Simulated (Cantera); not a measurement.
An adiabatic, constant-volume homogeneous reactor starts with 5.84 % CH₄, 19.8 % O₂, 74.2 % N₂, 0.152 % H₂O, at 1800 K and 1.40 bar.

Model: GRI-Mech 3.0 (53 species, 325 reactions), integrated in Cantera.

Q: Predict: time of steepest temperature rise; temperature at 0.200 s; equilibrium temperature; x(O₂) at 0.200 s; x(HO₂) at 0.200 s; x(H₂O₂) at 0.200 s; x(HCO) at 0.200 s.

A: 
| Property | Value |
|---|---|
| time of steepest temperature rise | 77.0 µs |
| temperature at 0.200 s | 2813 K |
| equilibrium temperature | 2813 K |
| x(O₂) at 0.200 s | 0.0705 (gas-phase equilibrium 0.0705) |
| x(HO₂) at 0.200 s | 1.57e-5 (gas-phase equilibrium 1.57e-5) |
| x(H₂O₂) at 0.200 s | 4.95e-7 (gas-phase equilibrium 4.95e-7) |
| x(HCO) at 0.200 s | 1.49e-8 (gas-phase equilibrium 1.49e-8) |
